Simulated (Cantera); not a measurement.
A perfectly stirred reactor is fed with H2 : O2 : N2 = 1.1 : 1 : 13 (molar parts), equivalence ratio 0.55, at 43000 Pa; it is held at 1050 K, and followed from long to short residence time.

Cantera simulation using GRI-Mech 3.0 (53 species, 325 reactions); the numbers are that mechanism's predictions, not measurements. The temperature is held fixed by assumption; the heat of reaction is taken as removed at once.

x: mole fraction; the columns are a selection and need not sum to one.

```csv
τ (s),x H2,x O2,x H2O2,x NO,x H,x NO2
16,4.94e-5,0.0309,1.50e-7,5.94e-8,…,3.85e-9
2.4,0.000174,0.0310,3.94e-7,3.79e-8,…,1.14e-9
0.35,0.000562,0.0312,7.43e-7,4.51e-8,…,4.30e-10
0.052,0.00164,0.0317,1.02e-6,1.12e-7,…,2.75e-10
0.0077,0.00460,0.0330,1.20e-6,2.99e-7,…,1.84e-10
0.0011,0.0128,0.0373,1.22e-6,5.89e-7,…,1.12e-10
0.00017,0.0330,0.0479,9.62e-7,4.18e-7,…,4.17e-11
```

Task: Complete the blanks.

Result: 
- 16, x H: 3.64e-7
- 2.4, x H: 2.42e-6
- 0.35, x H: 1.64e-5
- 0.052, x H: 0.000107
- 0.0077, x H: 0.000653
- 0.0011, x H: 0.00337
- 0.00017, x H: 0.00887
